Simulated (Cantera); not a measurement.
Catalytic stagnation flow on Pt

A jet of CH4 : O2 : N2 = 0.03 : 0.072 : 0.79 (molar parts), equivalence ratio 0.83 at 300 K and 57.0 Torr hits a platinum plate 3.4 cm away at a mass flux of 0.19 kg/m²/s; the plate temperature is set and raised in steps from an oxygen-covered start.

Detailed kinetics in Cantera: Deutschmann's 1995 Pt surface mechanism with GRI-Mech 3.0 gas chemistry. Catalytic surfaces can have several steady states; this one follows from the mechanism file's or the stated starting coverage.

```tsv
plate T (K)	wall x CH4	wall x O2	wall x H2O	wall x OH	wall x CO	wall x CO2	θ free Pt	θ O*	θ OH*
950	0.0212	0.0543	0.0231	8.02e-8	1.27e-5	0.0152	0.323	0.676	0.00107
1000	0.0171	0.0456	0.0307	2.24e-7	1.44e-5	0.0202	0.407	0.592	0.00108
1050	0.0138	0.0387	0.0367	5.49e-7	1.60e-5	0.0242	0.489	0.510	0.00101
1100	0.0113	0.0334	0.0412	1.20e-6	1.81e-5	0.0272	0.568	0.431	0.000913
1150	0.00956	0.0297	0.0444	2.39e-6	2.09e-5	0.0294	0.640	0.359	0.000799
```
x: mole fraction at the wall; θ: surface coverage.
